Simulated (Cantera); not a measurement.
**Silicon carbide growth: SiHCl3 + C2H4 + H2**

Charge: 1 mol SiHCl3, 0.1 mol C2H4, 150 mol H2, at 13.0 mbar.

These are equilibrium values from Cantera (NASA tables, ideal gas, pure condensed phases), not measurements of a reactor. Candidate condensed phases: C, C6H6, C7H8, C8H18, Si, SiC; 109 gas species. Mutual solubility and eutectic melting of coexisting phases are not modelled. The tables' values for SiCl, SiCl3 are old estimates; treat these amounts as uncertain. Gases not in the tables: Si2H6 and higher silanes. Kinetics and transport are ignored.

From 1348 K to 1648 K the condensed part is Si(s) + SiC(s). From 1698 K to 1848 K the condensed part is Si(l) + SiC(s). The main Si-bearing gas is SiCl2 throughout. The share of Si in condensed phases is highest at 1348 K (85.9 %) and lowest at 1848 K (75.7 %).

```tsv
T (K)	log p H2	log p HCl	log p H	log p SiCl2	n Si(s)	n SiC(s)	n Si(l)
1348	-1.89	-3.63	-6.58	-4.93	0.659	0.200	0
1398	-1.89	-3.64	-6.27	-4.91	0.654	0.200	0
1448	-1.89	-3.64	-5.98	-4.89	0.649	0.200	0
1498	-1.89	-3.64	-5.71	-4.88	0.644	0.200	0
1548	-1.89	-3.64	-5.46	-4.87	0.638	0.200	0
1598	-1.89	-3.64	-5.22	-4.85	0.632	0.200	0
1648	-1.89	-3.64	-5.00	-4.84	0.625	0.200	0
1698	-1.89	-3.64	-4.79	-4.84	0	0.200	0.616
1748	-1.90	-3.64	-4.59	-4.87	0	0.200	0.613
1798	-1.90	-3.64	-4.40	-4.89	0	0.200	0.597
1848	-1.90	-3.64	-4.22	-4.92	0	0.199	0.558
```
log p: log10 of the partial pressure in bar; n: condensed amount in mol.
